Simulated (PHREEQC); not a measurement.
**Polishing slurry liquid**

Dissolve 0.14 mol/kgw TMAH at 25 °C. Closed to the air; pH follows from the charge balance.

Computed with PHREEQC (ion-association model, wateq4f.dat).

This is a speciation only: nothing precipitates in the calculation.

### Question
Predict the pH.

### Answer
pH 13.01.

Complexes and solids missing from the database can't appear. (CH3)4N+ isn't in the database: it is added as a free cation with an ion size of 4 Å.
